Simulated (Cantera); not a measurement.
Input: 1 mol PbO, 2.2 mol H2, at 0.000390 bar.

Equilibrium computed with Cantera from the NASA thermochemical tables; the gas is ideal and each condensed phase is pure. Candidate condensed phases: H2O, Pb, PbO, PbO2, Pb3O4; 12 gas species. The numbers say what is thermodynamically allowed, not how fast it happens.

Q: What share of the Pb ends up in condensed phases as a function of T (K), at 648, 723, 798, 873, 948, 1023, 1098, 1173, 1248, 1323?

A: 
```
T (K)  Pb condensed (%)     as
-----  ----------------  -----
648               100.0  Pb(l)
723               100.0  Pb(l)
798               100.0  Pb(l)
873                99.6  Pb(l)
948                97.3  Pb(l)
1023               83.9  Pb(l)
1098                5.9  Pb(l)
1173                0.0      -
1248                0.0      -
1323                0.0      -
```
